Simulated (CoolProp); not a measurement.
The numbers come from the reference Helmholtz-energy equation of state, Schmidt 1985 in CoolProp. Above 300 K oxygen's equation is extrapolated.

Task: For oxygen, give the phase and the density (kg/m³), Joule-Thomson coefficient (K/MPa), expansivity (1/kK), viscosity (µPa s) at 183.3 K and 29.7 MPa.

Result: 
- 183.3 K and 29.7 MPa: supercritical; density 787, Joule-Thomson coefficient 0.0974, expansivity 6.17, viscosity 58.7

Viscosity comes from a separate model (Lemmon 2004).
